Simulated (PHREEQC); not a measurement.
**Acid rinse or clean (model solution)**

Make-up at 25 °C: 0.2 mol H2SO4 and 0.00039 mol CuCl2 per kg of water. Closed to the air; pH follows from the charge balance.

All values are PHREEQC results (ion-association model, wateq4f.dat), not measurements.

Precipitation was switched off in this run.

Problem. Predict the pH, ionic strength, activity of water.

Solution. pH 0.75; ionic strength 0.254 mol/kgw; activity of water 0.993.

Problem. In which forms is Cu present?

Solution. Cu+2 71 %, CuSO4 29 % of the Cu.

Complexes and solids missing from the database can't appear.
